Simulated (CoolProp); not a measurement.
A closed Brayton cycle with carbon dioxide: compressor inlet 312.15 K and 8.1 MPa, high pressure 23.4 MPa, turbine inlet 760 K, compressor efficiency 0.8, turbine efficiency 0.85, recuperator effectiveness 0.8 (on enthalpy, no pinch check). Each further row changes one setting.

Model: reference Helmholtz-energy equation of state, Span 1996, in CoolProp.

| case | thermal efficiency (%) | net work (kJ/kg) | compressor to turbine work | compressor exit (K) | turbine exit (K) |
|---|---|---|---|---|---|
| as stated | [?] | 73.3 | 0.38 | 386.0 | 645.7 |
| turbine inlet 710 K | 24.9 | [?] | 0.42 | 386.0 | [?] |
| compressor inlet 322.15 K | 24.5 | 61.5 | [?] | 411.7 | 645.7 |
| high pressure 19.9 MPa | [?] | 65.3 | 0.36 | 374.4 | 662.8 |
| recuperator effectiveness 0.5 | [?] | 73.3 | 0.38 | 386.0 | 645.7 |

Question: What belongs in the gaps?

Answer: 
- as stated, thermal efficiency (%): 26.5
- turbine inlet 710 K, net work (kJ/kg): 63.9
- turbine inlet 710 K, turbine exit (K): 599.7
- compressor inlet 322.15 K, compressor to turbine work: 0.48
- high pressure 19.9 MPa, thermal efficiency (%): 25.1
- recuperator effectiveness 0.5, thermal efficiency (%): 20.0
